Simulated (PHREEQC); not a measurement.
Make-up at 50 °C: 11 mmol/kgw H2SO4, 2 mmol/kgw NaCl and 11 mmol/kgw KCl. Closed to the air; pH follows from the charge balance.

Equilibrium calculation in PHREEQC: ion-association model, phreeqc.dat.

**Question.** The ionic strength comes out as 0.0328 mol/kgw. What activity coefficients do Na+, HSO4-, SO4-2, KSO4-, K+ get?

**Answer.** Na+ 0.84, HSO4- 0.84, SO4-2 0.50, KSO4- 0.85, K+ 0.83.

Precipitation was switched off in this run. Complexes and solids missing from the database can't appear. At this temperature some constants are extrapolated from 25 °C, and those without enthalpy data are left unchanged.
